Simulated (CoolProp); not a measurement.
Properties of acetone along the isotherm 530.4 K.

Computed with CoolProp (reference Helmholtz-energy equation of state, Lemmon 2006). It is a short technical equation, of lower accuracy than the large ones.

| p (bar) | phase | density (kg/m³) | cp (kJ/(kg K)) | Joule-Thomson coefficient (K/MPa) | isothermal compressibility (1/MPa) |
|---|---|---|---|---|---|
| 0.371 | gas | 0.4899 | 1.946 | 9.925 | 27.03 |
| 0.762 | gas | 1.009 | 1.950 | 9.943 | 13.20 |
| 1.56 | gas | 2.078 | … | 9.981 | 6.484 |
| 3.21 | gas | 4.329 | 1.975 | 10.06 | 3.191 |
| 6.6 | gas | 9.137 | 2.012 | 10.23 | … |
| 13.5 | gas | 19.80 | 2.103 | … | 0.8288 |
| 27.8 | gas | … | 2.397 | 11.50 | … |
| 57.1 | supercritical | 179.5 | 6.459 | 12.93 | 0.6399 |
| 117 | supercritical | 471.1 | 3.158 | 1.054 | … |

Problem. Some entries are withheld; supply them.

Solution. 
- 1.56, cp (kJ/(kg K)): 1.958
- 6.6, isothermal compressibility (1/MPa): 1.594
- 13.5, Joule-Thomson coefficient (K/MPa): 10.60
- 27.8, density (kg/m³): 47.09
- 27.8, isothermal compressibility (1/MPa): 0.4762
- 117, isothermal compressibility (1/MPa): 0.02401

The peak of cp marks the crossing from liquid-like to gas-like fluid above the critical point.
